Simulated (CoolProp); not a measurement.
A Linde-Hampson liquefier for ethane: isothermal reversible compression at 320 K from 1 atm to 30 MPa, throttling to 1 atm, return gas leaving the recuperator 0 K below the feed. Each further row changes one setting.

Values from CoolProp's reference Helmholtz-energy equation of state, Bücker 2006.

```json
[
 {"case": "as stated", "liquid yield per pass": "0.467", "compression work (kJ/kg of gas)": "390"},
 {"case": "high pressure 60 MPa", "liquid yield per pass": "(withheld)", "compression work (kJ/kg of gas)": "457"},
 {"case": "warm-end temperature 350 K", "liquid yield per pass": "(withheld)", "compression work (kJ/kg of gas)": "457"},
 {"case": "warm-end gap 5 K", "liquid yield per pass": "(withheld)", "compression work (kJ/kg of gas)": "390"}
]
```

**Question.** Fill in the missing entries.

**Answer.** 
- high pressure 60 MPa, liquid yield per pass: 0.439
- warm-end temperature 350 K, liquid yield per pass: 0.393
- warm-end gap 5 K, liquid yield per pass: 0.460
